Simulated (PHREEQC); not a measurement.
PHREEQC input (ion-association model, wateq4f.dat):

```
SOLUTION_MASTER_SPECIES
  An  An-  0  An  62.0  # stands for a non-complexing anion
SOLUTION_SPECIES
  An- = An-
    -log_k 0
    -gamma 3.0 0
PHASES
  Fix_H+
    H+ = H+
    -log_k 0
SOLUTION 1
  temp 25
  units mmol/kgw
  pH 7 charge
  S(6) 0.025
  Zn 0.025
  Na 5
  An 5
END
SELECTED_OUTPUT 1
  -reset false
  -pH true
  -pe true
  -ionic_strength true
  -water true
  -totals Na S Zn S(-2) S(6)
  -molalities Hfo_wOH Hfo_wOH2+ Hfo_wO- Hfo_sOH Hfo_sOH2+ Hfo_sO- Hfo_wSO4- Hfo_wOHSO4-2 Hfo_sOZn+ Hfo_wOZn+
  -saturation_indices Zn(OH)2-a Zn4(OH)6SO4 Mirabilite Goslarite
USER_PUNCH 1
  -headings sigma psi
  10 PUNCH EDL("sigma", "Hfo"), EDL("psi", "Hfo")
PRINT
  -reset false
USE solution 1
SURFACE 1
  Hfo_wOH 0.00292135 600 1.3
  Hfo_sOH 7.30337e-05
EQUILIBRIUM_PHASES 1
  Fix_H+ -4 HAn 10
    -force_equality true
  O2(g) -0.68 10
END
# ... the last block is repeated for the other 12 points of pH, with NaOH or the acid as the point needs
```

Selected output (columns that matter, 13 of 13 rows; pH added in front):

```
pH	mu	Na	S	Zn	m_Hfo_wOH	m_Hfo_wOH2+	m_Hfo_wO-	m_Hfo_sOH	si_Zn(OH)2-a	si_Zn4(OH)6SO4	si_Mirabilite	si_Goslarite	sigma	psi
4	0.0059347	0.005	9.4825e-10	2.4963e-05	0.0013358	0.0015339	2.665e-05	3.3667e-05	-9.1893	-32.532	-12.735	-11.955	0.18611	0.19107
4.5	0.0056449	0.005	3.0283e-09	2.4727e-05	0.0016924	0.0011467	5.7218e-05	4.2522e-05	-8.1905	-29.028	-12.223	-11.447	0.1328	0.17504
5	0.0054465	0.005	1.2289e-08	2.3117e-05	0.001938	0.00085796	0.00010029	4.7662e-05	-7.2177	-25.525	-11.611	-10.863	0.090648	0.1564
5.5	0.0052912	0.005	6.0622e-08	1.5934e-05	0.0020866	0.00065774	0.00015165	4.6384e-05	-6.3777	-22.47	-10.915	-10.327	0.059373	0.13555
6	0.0051675	0.005	3.5269e-07	5.1274e-06	0.0021653	0.00052629	0.00020408	4.0539e-05	-5.8691	-20.669	-10.147	-10.052	0.037298	0.11265
6.5	0.0050952	0.005	2.2545e-06	7.9366e-07	0.0022022	0.00044573	0.00024926	3.8163e-05	-5.6796	-20.104	-9.3402	-10.056	0.022352	0.087775
7	0.0050618	0.005	1.0731e-05	9.4903e-08	0.0022245	0.00039199	0.00028919	3.7948e-05	-5.605	-20.127	-8.662	-10.303	0.012628	0.061756
7.5	0.0050454	0.005	2.1471e-05	1.088e-08	0.0022382	0.00035445	0.00032377	3.7986e-05	-5.5577	-20.637	-8.3605	-10.954	0.00611	0.034922
8	0.0050691	0.0050408	2.4541e-05	1.3265e-09	0.0022409	0.00033198	0.00034654	3.7987e-05	-5.5286	-21.463	-8.2959	-11.867	0.0011511	0.0070586
8.5	0.0050916	0.0050819	2.4948e-05	2.6313e-10	0.0022398	0.00031374	0.0003663	3.7962e-05	-5.504	-22.357	-8.2822	-12.836	-0.0035318	-0.021081
9	0.0051223	0.0051357	2.4994e-05	1.4332e-10	0.0022359	0.00029287	0.00039106	3.7897e-05	-5.4741	-23.237	-8.2728	-13.806	-0.0092615	-0.048935
9.5	0.0051793	0.0052263	2.4999e-05	1.3839e-10	0.0022262	0.00026468	0.00042897	3.7732e-05	-5.4301	-24.062	-8.2587	-14.762	-0.017576	-0.076024
10	0.0053051	0.005404	2.5e-05	1.612e-10	0.0022021	0.0002258	0.00049198	3.7323e-05	-5.3611	-24.788	-8.232	-15.695	-0.030395	-0.1018
```

Species that the database lacks are ignored.
